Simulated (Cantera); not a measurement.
## Halide evaporation, hydrolysis and transport: SrCl₂ + O₂ + H₂

A closed system holds: 1 mol SrCl₂, 0.15 mol O₂, 11 mol H₂, held at 1330 Pa.

These are equilibrium values from Cantera (NASA tables, ideal gas, pure condensed phases), not measurements of a reactor. Candidate condensed phases: H₂O, Sr, SrCl₂, SrO, Sr(OH)₂; 20 gas species. Mutual solubility and eutectic melting of coexisting phases are not modelled. Condensed phases not in the tables: oxide chlorides. Equilibrium is a limit: real reactors are often held back by kinetics, nucleation or transport.

From 925 K to 1125 K the condensed part is SrCl₂(s) + SrO(s). From 1225 K to 1525 K the condensed part is SrCl₂(l) + SrO(s). From 1625 K to 1925 K the condensed part is SrO(s).

```json
[
 {"T (K)": "925", "x H₂": "0.973", "x SrCl₂": "5.74e-9", "x H₂O": "0.0273", "x HCl": "1.12e-5", "n SrCl₂(s)": "1.000", "n SrO(s)": "6.15e-5", "n SrCl₂(l)": "0"},
 {"T (K)": "1025", "x H₂": "0.973", "x SrCl₂": "4.01e-7", "x H₂O": "0.0272", "x HCl": "6.81e-5", "n SrCl₂(s)": "1.000", "n SrO(s)": "0.000374", "n SrCl₂(l)": "0"},
 {"T (K)": "1125", "x H₂": "0.973", "x SrCl₂": "1.18e-5", "x H₂O": "0.0271", "x HCl": "0.000287", "n SrCl₂(s)": "0.998", "n SrO(s)": "0.00158", "n SrCl₂(l)": "0"},
 {"T (K)": "1225", "x H₂": "0.972", "x SrCl₂": "0.000170", "x H₂O": "0.0268", "x HCl": "0.000888", "n SrCl₂(s)": "0", "n SrO(s)": "0.00489", "n SrCl₂(l)": "0.993"},
 {"T (K)": "1325", "x H₂": "0.970", "x SrCl₂": "0.00154", "x H₂O": "0.0261", "x HCl": "0.00224", "n SrCl₂(s)": "0", "n SrO(s)": "0.0124", "n SrCl₂(l)": "0.971"},
 {"T (K)": "1425", "x H₂": "0.961", "x SrCl₂": "0.00993", "x H₂O": "0.0245", "x HCl": "0.00484", "n SrCl₂(s)": "0", "n SrO(s)": "0.0269", "n SrCl₂(l)": "0.862"},
 {"T (K)": "1525", "x H₂": "0.921", "x SrCl₂": "0.0489", "x H₂O": "0.0213", "x HCl": "0.00899", "n SrCl₂(s)": "0", "n SrO(s)": "0.0520", "n SrCl₂(l)": "0.380"},
 {"T (K)": "1625", "x H₂": "0.891", "x SrCl₂": "0.0782", "x H₂O": "0.0201", "x HCl": "0.0101", "n SrCl₂(s)": "0", "n SrO(s)": "0.0591", "n SrCl₂(l)": "0"},
 {"T (K)": "1725", "x H₂": "0.890", "x SrCl₂": "0.0782", "x H₂O": "0.0206", "x HCl": "0.00947", "n SrCl₂(s)": "0", "n SrO(s)": "0.0525", "n SrCl₂(l)": "0"},
 {"T (K)": "1825", "x H₂": "0.886", "x SrCl₂": "0.0777", "x H₂O": "0.0215", "x HCl": "0.00906", "n SrCl₂(s)": "0", "n SrO(s)": "0.0409", "n SrCl₂(l)": "0"},
 {"T (K)": "1925", "x H₂": "0.878", "x SrCl₂": "0.0762", "x H₂O": "0.0234", "x HCl": "0.00890", "n SrCl₂(s)": "0", "n SrO(s)": "0.0152", "n SrCl₂(l)": "0"}
]
```
x: gas mole fraction; n: condensed amount in mol.
